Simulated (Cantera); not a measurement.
A closed system holds: 1 mol Al2O3, 0.36 mol H2, equilibrated at 2250 K.

Equilibrium computed with Cantera from the NASA thermochemical tables; the gas is ideal and each condensed phase is pure. Candidate condensed phases: Al, Al2O3, H2O; 19 gas species. The tables' values for AlOH are old estimates; treat these amounts as uncertain. Kinetics and transport are ignored.

log p: log10 of the partial pressure in bar; n: condensed amount in mol.

| P (Pa) | log p H2 | log p H | log p H2O | log p Al | n Al2O3(s) |
|---|---|---|---|---|---|
| 10 | -4.34 | -4.30 | -5.82 | -5.97 | 0.996 |
| 68 | (withheld) | (withheld) | (withheld) | (withheld) | 0.998 |
| 460 | (withheld) | (withheld) | (withheld) | (withheld) | 0.999 |
| 3200 | -1.51 | -2.89 | -4.04 | -4.40 | 1.000 |
| 22000 | -0.67 | -2.46 | -3.50 | -3.94 | 1.000 |
| 150000 | 0.17 | -2.04 | -2.96 | -3.49 | 1.000 |
| 1000000 | 1.00 | -1.63 | -2.42 | -3.07 | 1.000 |

What belongs in the gaps?


- 68, log p H2: -3.30
- 68, log p H: -3.78
- 68, log p H2O: -5.16
- 68, log p Al: -5.41
- 460, log p H2: -2.39
- 460, log p H: -3.32
- 460, log p H2O: -4.59
- 460, log p Al: -4.89
